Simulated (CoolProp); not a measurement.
Computed with CoolProp (reference Helmholtz-energy equation of state, Smukala 2000).

### Question
For ethylene, give the phase and the cv (kJ/(kg K)), speed of sound (m/s) at 238.1 K and 99.6 kPa; 261.3 K and 99.6 kPa; 330.8 K and 99.6 kPa.

### Answer
- 238.1 K and 99.6 kPa: gas; cv 1.05, speed of sound 299
- 261.3 K and 99.6 kPa: gas; cv 1.12, speed of sound 311
- 330.8 K and 99.6 kPa: gas; cv 1.35, speed of sound 345
